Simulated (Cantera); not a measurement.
Input (Python, Cantera) and output of one run.

```python
import numpy as np
import cantera as ct

gas_names = """
    Cu CuF CuF2 Cu2 F F2 H HF H2 H2F2 H3F3 H4F4 H5F5 H6F6 H7F7 N NF NF2 NF3 NH NH2 NH3 N2 N2H2 N2H4
""".split()
cond_names = """
    Cu(cr) Cu(L) CuF2(s) CuF2(L)
""".split()


def load(file, names, dense=False):
    # The tables refer to 1 bar. Condensed volumes are neglected.
    table = {s.name: s for s in ct.Species.list_from_file(file)}
    out = []
    for n in names:
        d = dict(table[n].input_data)
        d["thermo"] = dict(d["thermo"], **{"reference-pressure": 1e5})
        if dense:
            d["equation-of-state"] = {"model": "constant-volume", "density": "1e6 g/cm^3"}
        out.append(ct.Species.from_dict(d))
    return out


gas = ct.Solution(thermo="ideal-gas", species=load("nasa_gas.yaml", gas_names))
cond = {s.name: ct.Solution(thermo="fixed-stoichiometry", species=[s], name=s.name)
        for s in load("nasa_condensed.yaml", cond_names, dense=True)}
atoms = {
    'Cu': {'Cu': 1},
    'HF': {'H': 1, 'F': 1},
    'N2': {'N': 2},
}
top_T = {}  # K; cautious upper limits of use, not melting points


def equilibrate(T, P, feed):
    n = {}
    for name, mol in feed.items():
        for a, k in atoms[name].items():
            n[a] = n.get(a, 0.0) + k * mol
    gas.TPX = T, P, n
    mass = sum(n.values()) * gas.mean_molecular_weight
    gas.equilibrate("TP")
    valid = [c for c in cond.values() if c.min_temp <= T <= top_T.get(c.name, c.max_temp)]
    mix = ct.Mixture([(gas, mass / gas.mean_molecular_weight)] + [(c, 0.0) for c in valid])
    mix.T, mix.P = T, P
    mix.equilibrate("TP", solver="vcs", rtol=1e-11, max_steps=5000)
    return mix


results = []
T = 1350  # K
P = 1  # Pa
for m in [1.6, 3.1, 4.6, 6.1, 7.7, 9.2, 11, 12, 14, 15, 17]:
    feed = {'Cu': 1, 'HF': m, 'N2': 0.58}  # mol
    mix = equilibrate(T, P, feed)
    results.append((T, P, feed, dict(zip(mix.species_names, mix.species_moles))))
    x = sorted(zip(gas.X, gas.species_names), reverse=True)
    print(f"T = {T:g} K  P = {P:g} Pa  n(HF) = {m:g} mol  gas = {mix.phase_moles(0):.4g} mol")
    print("   x: " + "  ".join(f"{s} {v:.3e}" for v, s in x if v > 1e-05))
    print("   condensed (mol): " + ("  ".join(f"{mix.phase(i).name} {mix.phase_moles(i):.4g}"
          for i in range(1, mix.n_phases) if mix.phase_moles(i) > 1e-12) or "none"))
```

Result:

```
T = 1350 K  P = 1 Pa  n(HF) = 1.6 mol  gas = 2.299 mol
   x: HF 6.898e-01  N2 2.522e-01  Cu 4.892e-02  CuF 5.987e-03  H2 2.973e-03  H 4.109e-05
   condensed (mol): Cu(cr) 0.8737
T = 1350 K  P = 1 Pa  n(HF) = 3.1 mol  gas = 3.883 mol
   x: HF 7.918e-01  N2 1.494e-01  Cu 4.892e-02  CuF 6.562e-03  H2 3.260e-03  H 4.303e-05
   condensed (mol): Cu(cr) 0.7845
T = 1350 K  P = 1 Pa  n(HF) = 4.6 mol  gas = 5.466 mol
   x: HF 8.347e-01  N2 1.061e-01  Cu 4.892e-02  CuF 6.797e-03  H2 3.377e-03  H 4.379e-05
   condensed (mol): Cu(cr) 0.6954
T = 1350 K  P = 1 Pa  n(HF) = 6.1 mol  gas = 7.049 mol
   x: HF 8.584e-01  N2 8.228e-02  Cu 4.892e-02  CuF 6.925e-03  H2 3.440e-03  H 4.420e-05
   condensed (mol): Cu(cr) 0.6062
T = 1350 K  P = 1 Pa  n(HF) = 7.7 mol  gas = 8.738 mol
   x: HF 8.742e-01  N2 6.637e-02  Cu 4.892e-02  CuF 7.009e-03  H2 3.482e-03  H 4.447e-05
   condensed (mol): Cu(cr) 0.5111
T = 1350 K  P = 1 Pa  n(HF) = 9.2 mol  gas = 10.32 mol
   x: HF 8.843e-01  N2 5.619e-02  Cu 4.892e-02  CuF 7.063e-03  H2 3.509e-03  H 4.464e-05
   condensed (mol): Cu(cr) 0.422
T = 1350 K  P = 1 Pa  n(HF) = 11 mol  gas = 12.22 mol
   x: HF 8.929e-01  Cu 4.892e-02  N2 4.746e-02  CuF 7.109e-03  H2 3.532e-03  H 4.479e-05
   condensed (mol): Cu(cr) 0.315
T = 1350 K  P = 1 Pa  n(HF) = 12 mol  gas = 13.28 mol
   x: HF 8.967e-01  Cu 4.892e-02  N2 4.368e-02  CuF 7.129e-03  H2 3.542e-03  H 4.485e-05
   condensed (mol): Cu(cr) 0.2556
T = 1350 K  P = 1 Pa  n(HF) = 14 mol  gas = 15.39 mol
   x: HF 9.026e-01  Cu 4.892e-02  N2 3.769e-02  CuF 7.160e-03  H2 3.558e-03  H 4.495e-05
   condensed (mol): Cu(cr) 0.1368
T = 1350 K  P = 1 Pa  n(HF) = 15 mol  gas = 16.44 mol
   x: HF 9.050e-01  Cu 4.892e-02  N2 3.527e-02  CuF 7.173e-03  H2 3.564e-03  H 4.499e-05
   condensed (mol): Cu(cr) 0.07734
T = 1350 K  P = 1 Pa  n(HF) = 17 mol  gas = 18.52 mol
   x: HF 9.111e-01  Cu 4.698e-02  N2 3.133e-02  CuF 7.014e-03  H2 3.485e-03  H 4.449e-05
   condensed (mol): none
```

Method: chemical equilibrium by Gibbs-energy minimisation in Cantera with the NASA 1993 tables (ideal gas, pure condensed phases).
